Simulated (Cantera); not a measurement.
## Low-pressure radical oxidation in H2/O2

An isothermal, constant-pressure homogeneous reactor starts with 4.76 % H2, 47.6 % O2, 47.6 % N2, at 1050 K and 20.0 Torr.

Computed with Cantera and the H2/O2 subset of GRI-Mech 3.0, which has no nitrogen chemistry. Radical loss at walls, strong at low pressure, is not modelled. The temperature is held fixed by assumption; the heat of reaction is taken as removed at once.

| t (s) | x H2 | x O2 | x H2O2 | x H | x HO2 | x OH |
|---|---|---|---|---|---|---|
| 3.00e-5 | 0.0476 | 0.476 | <1e-12 | 4.31e-11 | 4.87e-11 | 5.80e-12 |
| 0.000135 | 0.0476 | 0.476 | <1e-12 | 1.87e-10 | 2.20e-10 | 6.93e-11 |
| 0.000605 | 0.0476 | 0.476 | <1e-12 | 3.65e-9 | 1.09e-9 | 1.90e-9 |
| 0.00272 | 0.0464 | 0.475 | 8.28e-9 | 0.000430 | 4.90e-6 | 0.000219 |
| 0.0122 | 0.000636 | 0.458 | 1.68e-7 | 0.00280 | 6.22e-6 | 0.00109 |
| 0.0548 | 4.15e-5 | 0.463 | 1.29e-7 | 4.34e-5 | 2.26e-6 | 0.000254 |
| 0.246 | 1.96e-6 | 0.463 | 4.48e-8 | 5.23e-7 | 3.04e-7 | 5.83e-5 |
| 1.10 | 1.53e-7 | 0.463 | 1.04e-8 | 1.45e-8 | 3.70e-8 | 1.77e-5 |
| 4.96 | 2.00e-8 | 0.463 | 2.29e-9 | 7.92e-10 | 5.91e-9 | 6.72e-6 |
| 22.3 | 3.47e-9 | 0.463 | 5.08e-10 | 6.14e-11 | 1.31e-9 | 2.86e-6 |
| 100 | 7.05e-10 | 0.463 | 1.16e-10 | 5.79e-12 | 6.98e-10 | 1.30e-6 |
x: mole fraction; the columns are a selection and need not sum to one.

Equilibrium at this temperature and pressure: H2 1.60e-10, O2 0.463, H2O2 2.81e-11, H <1e-12, HO2 1.02e-9, OH 6.16e-7 (gas phase only).
